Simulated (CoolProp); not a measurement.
Vapour-liquid equilibrium of propane (1) + toluene (2) at 0.231 MPa; x and y are mole fractions of (1).

Computed with CoolProp (multi-fluid Helmholtz-energy mixture model, Lemmon 2009 and Lemmon 2006; pair parameters Bell 2016).

Q: Give the bubble temperature and the first vapour's composition at x = 0.05, 0.425, 0.8. Is there an azeotrope?

A: x = 0.05: 78.2 °C, y = 0.839; x = 0.425: -7.1 °C, y = 0.998; x = 0.8: -16.7 °C, y = 0.999. No azeotrope shows between x = 0.05 and 0.95.

The pair parameters rest on a limited set of measurements; away from them the model extrapolates. With so large a gap from Raoult's law the liquid may split in two, which this calculation doesn't test in full.
